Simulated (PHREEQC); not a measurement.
A solution holds 0.0024 mol FeCl3, 5.3e-05 mol ZnCl2, 0.00011 mol H2SO4 and 0.00088 mol Na2SO4 per kg of water, at 15 °C. Closed to the air; pH follows from the charge balance.

Computed with PHREEQC (ion-association model, wateq4f.dat).

This is a speciation only: nothing precipitates in the calculation.

Problem. Estimate the pH, ionic strength.

Solution. pH 2.86; ionic strength 0.0117 mol/kgw.

Problem. In which forms is Zn present?

Solution. Zn+2 96 %, ZnSO4 3.4 %, ZnCl+ 0.8 % of the Zn.

Examples of supersaturated solids here: Jarosite-Na, Hematite (slow to form). Others may be too.
